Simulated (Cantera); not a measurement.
A Cantera script and its output.

```python
import numpy as np
import cantera as ct

gas = ct.Solution("h2o2.yaml")
gas.TPX = 1473, 2200000, {'H2': 1, 'O2': 0.833, 'N2': 6.33}
reactor = ct.IdealGasConstPressureReactor(gas, energy="on", clone=False)
net = ct.ReactorNet([reactor])
net.rtol, net.atol = 1e-08, 1e-16
show = ['H2', 'O2', 'H2O', 'H2O2', 'OH', 'O']
times = np.geomspace(1e-06, 0.4, 11)

steps = ct.SolutionArray(gas, extra=["t"])
rows = []
print(f"{'t/s':>10s}{'T/K':>9s}{'P/Pa':>11s}" + "".join(f"{s:>11s}" for s in show))
for t in times:
    while net.time < t:
        t_next = net.step()
        steps.append(gas.state, t=t_next)
    rows.append([np.interp(t, steps.t, y) for y in (steps.T, steps.P, *steps(*show).X.T)])
    print(f"{t:10.3e}{rows[-1][0]:9.1f}{rows[-1][1]:11.4g}" + "".join(f"{x:11.3e}" for x in rows[-1][2:]))
rate = np.gradient(steps.T, steps.t)
print("integrator steps:", len(steps.t))
if steps.T.max() > steps.T[0] + 200:
    print(f"time of steepest temperature rise: {steps.t[rate.argmax()]:.4e} s")
gas.TPX = 1473, 2200000, {'H2': 1, 'O2': 0.833, 'N2': 6.33}
gas.equilibrate("HP")
print(f"equilibrium (HP): T = {gas.T:.1f} K  " + "  ".join(f"{s} {gas[s].X[0]:.3e}" for s in show))
```

It prints:

```
       t/s      T/K       P/Pa         H2         O2        H2O       H2O2         OH          O
 1.000e-06   1474.0    2.2e+06  1.222e-01  1.018e-01  2.432e-04  2.887e-06  1.893e-05  2.043e-05
 3.633e-06   2290.4    2.2e+06  1.614e-03  4.221e-02  1.254e-01  1.038e-06  5.727e-03  1.161e-03
 1.320e-05   2320.7    2.2e+06  3.208e-04  4.274e-02  1.286e-01  5.847e-07  2.824e-03  2.546e-04
 4.793e-05   2321.0    2.2e+06  3.119e-04  4.275e-02  1.286e-01  5.815e-07  2.791e-03  2.485e-04
 1.741e-04   2321.0    2.2e+06  3.119e-04  4.275e-02  1.286e-01  5.815e-07  2.791e-03  2.485e-04
 6.325e-04   2321.0    2.2e+06  3.119e-04  4.275e-02  1.286e-01  5.815e-07  2.791e-03  2.485e-04
 2.297e-03   2321.0    2.2e+06  3.119e-04  4.275e-02  1.286e-01  5.815e-07  2.791e-03  2.485e-04
 8.345e-03   2321.0    2.2e+06  3.119e-04  4.275e-02  1.286e-01  5.815e-07  2.791e-03  2.485e-04
 3.031e-02   2321.0    2.2e+06  3.119e-04  4.275e-02  1.286e-01  5.815e-07  2.791e-03  2.485e-04
 1.101e-01   2321.0    2.2e+06  3.119e-04  4.275e-02  1.286e-01  5.815e-07  2.791e-03  2.485e-04
 4.000e-01   2321.0    2.2e+06  3.119e-04  4.275e-02  1.286e-01  5.815e-07  2.791e-03  2.485e-04
integrator steps: 1035
time of steepest temperature rise: 1.7748e-06 s
equilibrium (HP): T = 2321.0 K  H2 3.119e-04  O2 4.275e-02  H2O 1.286e-01  H2O2 5.815e-07  OH 2.791e-03  O 2.485e-04
```

Cantera simulation using the H2/O2 subset of GRI-Mech 3.0, which has no nitrogen chemistry; the numbers are that mechanism's predictions, not measurements. The hydrogen kinetics of GRI-Mech 3.0 are dated; newer H2 mechanisms differ, most at raised pressure. The pressure lies above the range GRI-Mech 3.0 was tuned for (to about 10 atm).
